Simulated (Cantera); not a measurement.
A closed system holds: 1 mol SiH2Cl2, 0.0059 mol C2H4, 1100 mol H2, 0.01 mol C3H8, equilibrated at 1.00 bar.

These are equilibrium values from Cantera (NASA tables, ideal gas, pure condensed phases), not measurements of a reactor. Candidate condensed phases: C, C6H6, C7H8, C8H18, Si, SiC; 109 gas species. Mutual solubility and eutectic melting of coexisting phases are not modelled. Gases not in the tables: Si2H6 and higher silanes. The numbers say what is thermodynamically allowed, not how fast it happens.

### Question
Which condensed phases are stable at each of these points (T (°C)): 1050, 1150, 1250, 1350, 1450, 1550, 1650, 1750, 1850, 1950, 2050?

### Answer
```csv
T (°C),condensed phases,Si condensed (%)
1050,Si(s) + SiC(s),98.5
1150,Si(s) + SiC(s),98.6
1250,Si(s) + SiC(s),98.4
1350,Si(s) + SiC(s),97.8
1450,Si(l) + SiC(s),96.4
1550,Si(l) + SiC(s),93.8
1650,Si(l) + SiC(s),87.8
1750,Si(l) + SiC(s),74.6
1850,Si(l),45.6
1950,gas only,0.0
2050,gas only,0.0
```

From 1050 °C to 1350 °C the condensed part is Si(s) + SiC(s). From 1450 °C to 1750 °C the condensed part is Si(l) + SiC(s). At 1850 °C the condensed part is Si(l). From 1950 °C to 2050 °C nothing is condensed.
